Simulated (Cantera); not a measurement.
Mixture: CH₄ : CO : O₂ : N₂ : H₂O = 1 : 0.035 : 2.46 : 9.25 : 0.16 (molar parts), equivalence ratio 0.82, at 160000 Pa, adiabatic and at constant pressure. Ignition delay is the time to a rise of 400 K.

Model: GRI-Mech 3.0 (53 species, 325 reactions), integrated in Cantera.

Question: Predict: delay at 1323 K; delay at 1473 K; delay at 1623 K; delay at 1773 K; delay at 1923 K; apparent activation energy between 1848 and 1998 K.

Answer: 
```
Item                                                    Result
--------------------------------------------------  ----------
delay at 1323 K                                        5.70 ms
delay at 1473 K                                        1.03 ms
delay at 1623 K                                       0.255 ms
delay at 1773 K                                        85.2 µs
delay at 1923 K                                        35.5 µs
apparent activation energy between 1848 and 1998 K  160 kJ/mol
```
